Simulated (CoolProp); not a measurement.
Properties of R142b along the isotherm 196.85 °C.

The numbers come from the reference Helmholtz-energy equation of state, Lemmon 2006 in CoolProp. It is a short technical equation, of lower accuracy than the large ones.

```
p (MPa)          phase  cp (kJ/(kg K))  Joule-Thomson coefficient (K/MPa)  conductivity (mW/(m K))  Prandtl number  fugacity coefficient
-------  -------------  --------------  ---------------------------------  -----------------------  --------------  --------------------
1.35               gas             ___                              7.116                     25.9           0.724                0.9290
2.7                gas           1.213                              7.677                     27.4           0.770                0.8604
4.05               gas           1.341                              8.203                     29.7           0.856                0.7940
5.41     supercritical           1.561                              8.395                     33.3            1.02                0.7296
6.76     supercritical           1.884                              7.652                     38.3            1.30                0.6688
8.11     supercritical           2.096                              5.790                     43.1            1.64                0.6135
9.46     supercritical           2.020                              3.886                     46.0            1.83                0.5662
10.8     supercritical           1.881                              2.651                     48.0            1.91                   ___
12.2     supercritical           1.771                              1.879                     49.7             ___                0.4957
13.5     supercritical           1.700                              1.426                     51.0            2.00                0.4715
14.9     supercritical           1.645                              1.095                     52.4            2.03                0.4502
16.2     supercritical           1.607                             0.8752                     53.5            2.06                0.4340
17.6     supercritical           1.575                             0.6972                     54.6            2.10                0.4196
18.9     supercritical           1.551                             0.5688                     55.6            2.12                0.4085
20.3     supercritical           1.530                             0.4581                     56.6            2.15                0.3985
```

Question: Some entries are withheld; supply them.

Answer: 
- 1.35, cp (kJ/(kg K)): 1.135
- 10.8, fugacity coefficient: 0.5279
- 12.2, Prandtl number: 1.96

The peak of cp marks the crossing from liquid-like to gas-like fluid above the critical point.

Viscosity comes from a separate model (Huber 2003), an estimate that may be off by 10 % or more. Thermal conductivity comes from a separate model (Huber 2003), an estimate that may be off by 10 % or more.
